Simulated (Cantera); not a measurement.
Input: 1 mol C2F6, 1.7 mol H2, at 13300 Pa.

Equilibrium computed with Cantera from the NASA thermochemical tables; the gas is ideal and each condensed phase is pure. Candidate condensed phases: C, C6H6, C7H8, C8H18; 95 gas species. The feed counts by its element totals alone. Gases not in the tables: C2F6 and larger saturated fluorocarbons. Rates play no part.

Problem. What share of the C ends up in condensed phases as a function of T (K), at 1550, 1625, 1700, 1775, 1850, 1925, 2000, 2075, 2150, 2225, 2300, 2375, 2450?

Solution. 
```
T (K)  C condensed (%)           as
-----  ---------------  -----------
1550              67.5  C(graphite)
1625              67.5  C(graphite)
1700              67.4  C(graphite)
1775              67.4  C(graphite)
1850              67.2  C(graphite)
1925              66.9  C(graphite)
2000              66.4  C(graphite)
2075              65.5  C(graphite)
2150              64.3  C(graphite)
2225              62.5  C(graphite)
2300              60.2  C(graphite)
2375              57.6  C(graphite)
2450              55.6  C(graphite)
```
